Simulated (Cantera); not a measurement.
Charge: 1 mol PbO, 4.4 mol H2, 0.019 mol O2, at 627 °C and 4.10 bar.

These are equilibrium values from Cantera (NASA tables, ideal gas, pure condensed phases), not measurements of a reactor. Candidate condensed phases: H2O, Pb, PbO, PbO2, Pb3O4; 12 gas species. Rates play no part.

**Question.** What is the equilibrium state?

**Answer.** 
```
Item                                   Result
----------------------------------  ---------
x(H2)                                   0.764
x(H2O)                                  0.236
n(Pb(l))                            1.000 mol
gas amount                          4.400 mol
log10 activity of PbO2(s) (absent)     -18.34
```
